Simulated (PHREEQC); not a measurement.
1 kg of water holding 0.021 mol/kgw KOH meets 20 L of dry gas (CO2 0.5, CH4 0.5 by moles) at fixed total pressure, at 25 °C; fugacities by Peng-Robinson. The gases take part in no redox reaction, some water evaporates into the gas, and hydrates or a liquid gas phase aren't modelled. No solid was allowed to form.

Equilibrium calculation in PHREEQC: ion-association model, phreeqc.dat.

Task: Predict dissolved CO2 (all carbonate carbon) (mol/kgw), dissolved CH4 (mol/kgw) at P (atm) = 1, 7.5, 15.

Result: 
```csv
P (atm),dissolved CO2 (all carbonate carbon) (mol/kgw),dissolved CH4 (mol/kgw)
1,0.0366,0.000794
7.5,0.139,0.00585
15,0.247,0.0114
```

Species that the database lacks are ignored.
